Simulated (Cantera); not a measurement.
Feed: 1 mol V2O5, 75 mol H2, 2.4 mol N2, equilibrated at 1223.15 K and 0.0180 bar.

Cantera equilibrium calculation (NASA polynomials, part measured and part estimated; ideal gas, pure solids and liquids). Candidate condensed phases: H2O, V, VN, VO, V2O3, V2O4, V2O5; 28 gas species. Condensed phases not in the tables: the oxides between V2O3 and V2O5 other than VO2. Equilibrium is a limit: real reactors are often held back by kinetics, nucleation or transport.

Base state: H2 0.943, N2 0.0310, H2O 0.0258 (mole fractions); condensed: V2O3(s).

**Question.** What changes in the equilibrium state with this change: V2O5 replaced by PbO?

**Answer.** 
| species | before | after |
|---|---|---|
| H2 | 0.943 | 0.944 |
| N2 | 0.0310 | 0.0306 |
| H2O | 0.0258 | 0.0128 |
| Pb | 0 | 0.0128 |
| V2O3(s), mol | 1.00 | 0 |
Further candidate phases: Pb, PbO, PbO2, Pb3O4.
